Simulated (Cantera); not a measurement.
Input: 1 mol MgO, 0.95 mol SO3, 0.33 mol H2O, held at 1875 K and 13.0 mbar.

Equilibrium computed with Cantera from the NASA thermochemical tables; the gas is ideal and each condensed phase is pure. Candidate condensed phases: H2O, H2SO4, Mg, MgO, Mg(OH)2, MgS, MgSO4, S; 26 gas species. Rates play no part.

Task: What is the equilibrium state?

Result: 
- x(SO2): 0.540
- x(O2): 0.269
- x(H2O): 0.185
- x(OH): 0.00457
- x(O): 0.00109
- x(SO): 0.000405
- x(H2): 0.000330
- x(SO3): 0.000261
- x(H): 0.000104
- n(MgO(s)): 1.000 mol
- gas amount: 1.759 mol
- log10 activity of S(l) (absent): -7.47
- log10 activity of Mg(l) (absent): -9.70
